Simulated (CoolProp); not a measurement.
Saturation properties of R236FA.

The numbers come from the reference Helmholtz-energy equation of state, Pan 2012 in CoolProp.

```json
[
 {"T (°C)": "-57.45", "p (kPa)": "4.563", "liquid density (kg/m³)": "1610", "vapour density (kg/m³)": "0.3887", "enthalpy of vaporisation (kJ/kg)": "186.4", "liquid cp (kJ/(kg K))": "1.163", "surface tension (mN/m)": "20.3"},
 {"T (°C)": "-52.05", "p (kPa)": "6.709", "liquid density (kg/m³)": "1595", "vapour density (kg/m³)": "0.5584", "enthalpy of vaporisation (kJ/kg)": "183.8", "liquid cp (kJ/(kg K))": "1.162", "surface tension (mN/m)": "19.6"},
 {"T (°C)": "-46.65", "p (kPa)": "9.641", "liquid density (kg/m³)": "1579", "vapour density (kg/m³)": "0.7849", "enthalpy of vaporisation (kJ/kg)": "181.2", "liquid cp (kJ/(kg K))": "1.161", "surface tension (mN/m)": "18.8"},
 {"T (°C)": "-41.35", "p (kPa)": "13.48", "liquid density (kg/m³)": "1564", "vapour density (kg/m³)": "1.075", "enthalpy of vaporisation (kJ/kg)": "178.6", "liquid cp (kJ/(kg K))": "1.162", "surface tension (mN/m)": "18.1"},
 {"T (°C)": "-35.95", "p (kPa)": "18.62", "liquid density (kg/m³)": "1549", "vapour density (kg/m³)": "1.455", "enthalpy of vaporisation (kJ/kg)": "176.1", "liquid cp (kJ/(kg K))": "1.164", "surface tension (mN/m)": "17.4"},
 {"T (°C)": "-30.65", "p (kPa)": "25.12", "liquid density (kg/m³)": "1534", "vapour density (kg/m³)": "1.927", "enthalpy of vaporisation (kJ/kg)": "173.5", "liquid cp (kJ/(kg K))": "1.166", "surface tension (mN/m)": "16.7"},
 {"T (°C)": "-25.25", "p (kPa)": "33.53", "liquid density (kg/m³)": "1518", "vapour density (kg/m³)": "2.526", "enthalpy of vaporisation (kJ/kg)": "171.0", "liquid cp (kJ/(kg K))": "1.170", "surface tension (mN/m)": "15.9"},
 {"T (°C)": "-19.85", "p (kPa)": "44.08", "liquid density (kg/m³)": "1502", "vapour density (kg/m³)": "3.266", "enthalpy of vaporisation (kJ/kg)": "168.4", "liquid cp (kJ/(kg K))": "1.174", "surface tension (mN/m)": "15.2"},
 {"T (°C)": "-14.55", "p (kPa)": "56.89", "liquid density (kg/m³)": "1486", "vapour density (kg/m³)": "4.151", "enthalpy of vaporisation (kJ/kg)": "165.8", "liquid cp (kJ/(kg K))": "1.178", "surface tension (mN/m)": "14.5"},
 {"T (°C)": "-9.15", "p (kPa)": "72.83", "liquid density (kg/m³)": "1470", "vapour density (kg/m³)": "5.238", "enthalpy of vaporisation (kJ/kg)": "163.2", "liquid cp (kJ/(kg K))": "1.184", "surface tension (mN/m)": "13.8"},
 {"T (°C)": "-3.85", "p (kPa)": "91.74", "liquid density (kg/m³)": "1453", "vapour density (kg/m³)": "6.512", "enthalpy of vaporisation (kJ/kg)": "160.6", "liquid cp (kJ/(kg K))": "1.190", "surface tension (mN/m)": "13.2"},
 {"T (°C)": "1.55", "p (kPa)": "114.8", "liquid density (kg/m³)": "1437", "vapour density (kg/m³)": "8.050", "enthalpy of vaporisation (kJ/kg)": "157.9", "liquid cp (kJ/(kg K))": "1.197", "surface tension (mN/m)": "12.5"},
 {"T (°C)": "6.95", "p (kPa)": "142.2", "liquid density (kg/m³)": "1419", "vapour density (kg/m³)": "9.863", "enthalpy of vaporisation (kJ/kg)": "155.1", "liquid cp (kJ/(kg K))": "1.205", "surface tension (mN/m)": "11.8"},
 {"T (°C)": "12.25", "p (kPa)": "173.7", "liquid density (kg/m³)": "1402", "vapour density (kg/m³)": "11.94", "enthalpy of vaporisation (kJ/kg)": "152.3", "liquid cp (kJ/(kg K))": "1.214", "surface tension (mN/m)": "11.1"},
 {"T (°C)": "17.65", "p (kPa)": "211.2", "liquid density (kg/m³)": "1385", "vapour density (kg/m³)": "14.40", "enthalpy of vaporisation (kJ/kg)": "149.4", "liquid cp (kJ/(kg K))": "1.223", "surface tension (mN/m)": "10.5"}
]
```

It boils at -1.5 °C under 1 atm.

Surface tension comes from a separate correlation (Mulero 2012).
